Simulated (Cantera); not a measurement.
A closed system holds: 1 mol Al, 23 mol N2, 66 mol H2, equilibrated at 42.0 mbar.

These are equilibrium values from Cantera (NASA tables, ideal gas, pure condensed phases), not measurements of a reactor. Candidate condensed phases: Al, AlN; 13 gas species. Kinetics and transport are ignored. All values below are at 1677 °C.

Base state: H2 0.739, N2 0.254, H 0.00481, Al 0.00179, AlH 9.86e-5 (mole fractions); condensed: AlN(s).

Question: What changes in the equilibrium state with this change: Al replaced by AlCl3?

Answer: 
| species | before | after |
|---|---|---|
| H2 | 0.739 | 0.711 |
| N2 | 0.254 | 0.252 |
| HCl | 0 | 0.0215 |
| AlCl | 0 | 0.0106 |
| AlCl2 | 0 | 0.000288 |
| Cl | 0 | 0.000107 |
| AlCl3 | 0 | 1.69e-5 |
| AlH | 9.86e-5 | 2.13e-6 |
| Al | 0.00179 | 3.93e-5 |
| AlN(s), mol | 0.832 | 0 |
The tables' values for AlCl2 are old estimates; treat these amounts as uncertain. Further candidate phases: AlCl3, NH4Cl.
